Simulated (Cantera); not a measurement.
**Al + NH₃ + N₂ + HCl (aluminium nitride and oxide growth)**

Feed: 1 mol Al, 1.2 mol NH₃, 500 mol N₂, a varied amount of HCl, equilibrated at 1150 K and 0.100 bar.

Method: chemical equilibrium by Gibbs-energy minimisation in Cantera with the NASA 1993 tables (ideal gas, pure condensed phases). Candidate condensed phases: Al, AlCl₃, AlN, NH₄Cl; 20 gas species. Equilibrium is a limit: real reactors are often held back by kinetics, nucleation or transport.

```
n(HCl) (mol)   x N₂    x HCl     x H₂   x AlCl₃  x AlCl₂   x AlCl      x H  n AlN(s)
------------  -----  -------  -------  --------  -------  -------  -------  --------
0.61          0.995  0.00102  0.00368   6.35e-5  1.76e-7  2.16e-8  1.43e-8     0.968
1.2           0.994  0.00166  0.00394  0.000243  4.31e-7  3.38e-8  1.48e-8     0.878
1.8           0.993  0.00215  0.00428  0.000472  6.73e-7  4.22e-8  1.54e-8     0.762
2.4           0.992  0.00259  0.00465  0.000723  8.93e-7  4.87e-8  1.61e-8     0.635
3             0.991  0.00299  0.00504  0.000985  1.10e-6  5.40e-8  1.68e-8     0.502
3.6           0.990  0.00336  0.00544   0.00125  1.29e-6  5.85e-8  1.74e-8     0.366
4.2           0.989  0.00372  0.00585   0.00153  1.47e-6  6.25e-8  1.80e-8     0.227
4.7           0.988  0.00401  0.00619   0.00176  1.61e-6  6.55e-8  1.86e-8     0.110
5.3           0.987  0.00454  0.00651   0.00197  1.64e-6  6.04e-8  1.90e-8         0
5.9           0.986  0.00571  0.00650   0.00197  1.30e-6  3.80e-8  1.90e-8         0
6.5           0.985  0.00689  0.00649   0.00197  1.08e-6  2.61e-8  1.90e-8         0
```
x: gas mole fraction; n: condensed amount in mol.

From 0.61 mol HCl to 4.7 mol HCl the condensed part is AlN(s). From 5.3 mol HCl to 6.5 mol HCl nothing is condensed. The main Al-bearing gas is AlCl₃ throughout.
